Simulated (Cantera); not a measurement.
What does this Cantera script print?

```python
import numpy as np
import cantera as ct

gas_names = """
    CL CL2 H HCL H2 N NH NH2 NH3 N2 N2H2 N2H4 Si SiCL SiCL2 SiCL3 SiCL4 SiH SiHCL3 SiH2 SiH2CL2 SiH3
    SiH3CL SiH4 SiN Si2 Si2N Si3
""".split()
cond_names = """
    NH4CL(a) NH4CL(b) Si(cr) Si(L) Si3N4(a)
""".split()


# ... load() reads the species with a 1 bar reference pressure and builds the phases ...
atoms = {
    'SiCl4': {'Si': 1, 'CL': 4},
    'N2': {'N': 2},
    'H2': {'H': 2},
}
top_T = {'Si3N4(a)': 2400}  # K; cautious upper limits of use, not melting points


# ... equilibrate(T, P, feed) seeds the gas with the atoms and calls Mixture.equilibrate('TP', solver="vcs", rtol=1e-11, max_steps=5000) ...
results = []
feed = {'SiCl4': 1, 'N2': 18, 'H2': 0.36}  # mol
P = 13332.2  # Pa
for T in [1173, 1223, 1273, 1323, 1373, 1423, 1473, 1523, 1573]:
    mix = equilibrate(T, P, feed)
    results.append((T, P, feed, dict(zip(mix.species_names, mix.species_moles))))
    x = sorted(zip(gas.X, gas.species_names), reverse=True)
    print(f"T = {T:g} K  P = {P:g} Pa  gas = {mix.phase_moles(0):.4g} mol")
    print("   x: " + "  ".join(f"{s} {v:.3e}" for v, s in x if v > 1e-06))
    print("   condensed (mol): " + ("  ".join(f"{mix.phase(i).name} {mix.phase_moles(i):.4g}"
          for i in range(1, mix.n_phases) if mix.phase_moles(i) > 1e-12) or "none"))
```

Result:

```
T = 1173 K  P = 13332.2 Pa  gas = 19.42 mol
   x: N2 9.214e-01  SiCL4 4.273e-02  HCL 3.371e-02  H2 1.657e-03  SiCL3 3.797e-04  SiHCL3 4.896e-05  SiCL2 3.326e-05
   condensed (mol): Si3N4(a) 0.05376
T = 1223 K  P = 13332.2 Pa  gas = 19.42 mol
   x: N2 9.213e-01  SiCL4 4.236e-02  HCL 3.387e-02  H2 1.571e-03  SiCL3 7.538e-04  SiCL2 1.070e-04  SiHCL3 6.064e-05
   condensed (mol): Si3N4(a) 0.05315
T = 1273 K  P = 13332.2 Pa  gas = 19.43 mol
   x: N2 9.210e-01  SiCL4 4.170e-02  HCL 3.398e-02  H2 1.499e-03  SiCL3 1.409e-03  SiCL2 3.119e-04  SiHCL3 7.352e-05  CL 1.456e-06
   condensed (mol): Si3N4(a) 0.05162
T = 1323 K  P = 13332.2 Pa  gas = 19.45 mol
   x: N2 9.205e-01  SiCL4 4.056e-02  HCL 3.405e-02  SiCL3 2.483e-03  H2 1.442e-03  SiCL2 8.313e-04  SiHCL3 8.715e-05  CL 3.266e-06
   condensed (mol): Si3N4(a) 0.04833
T = 1373 K  P = 13332.2 Pa  gas = 19.48 mol
   x: N2 9.196e-01  SiCL4 3.863e-02  HCL 3.405e-02  SiCL3 4.123e-03  SiCL2 2.035e-03  H2 1.403e-03  SiHCL3 1.007e-04  CL 6.869e-06
   condensed (mol): Si3N4(a) 0.04182
T = 1423 K  P = 13332.2 Pa  gas = 19.54 mol
   x: N2 9.180e-01  SiCL4 3.550e-02  HCL 3.396e-02  SiCL3 6.410e-03  SiCL2 4.581e-03  H2 1.387e-03  SiHCL3 1.126e-04  CL 1.359e-05
   condensed (mol): Si3N4(a) 0.02978
T = 1473 K  P = 13332.2 Pa  gas = 19.65 mol
   x: N2 9.153e-01  HCL 3.372e-02  SiCL4 3.076e-02  SiCL2 9.432e-03  SiCL3 9.208e-03  H2 1.406e-03  SiHCL3 1.205e-04  CL 2.525e-05  H 1.299e-06
   condensed (mol): Si3N4(a) 0.009084
T = 1523 K  P = 13332.2 Pa  gas = 19.7 mol
   x: N2 9.137e-01  HCL 3.458e-02  SiCL4 2.809e-02  SiCL2 1.197e-02  SiCL3 1.061e-02  H2 9.404e-04  SiHCL3 8.575e-05  CL 5.727e-05  H 1.941e-06
   condensed (mol): none
T = 1573 K  P = 13332.2 Pa  gas = 19.71 mol
   x: N2 9.132e-01  HCL 3.547e-02  SiCL4 2.728e-02  SiCL2 1.217e-02  SiCL3 1.123e-02  H2 4.992e-04  CL 1.405e-04  SiHCL3 5.089e-05  H 2.488e-06
   condensed (mol): none
```

Method: chemical equilibrium by Gibbs-energy minimisation in Cantera with the NASA 1993 tables (ideal gas, pure condensed phases). N2 is the only nitrogen source here; it is nearly inert below about 1500 K, so the nitride shown seldom forms there in practice. The tables' values for SiCl3 are old estimates; treat these amounts as uncertain.
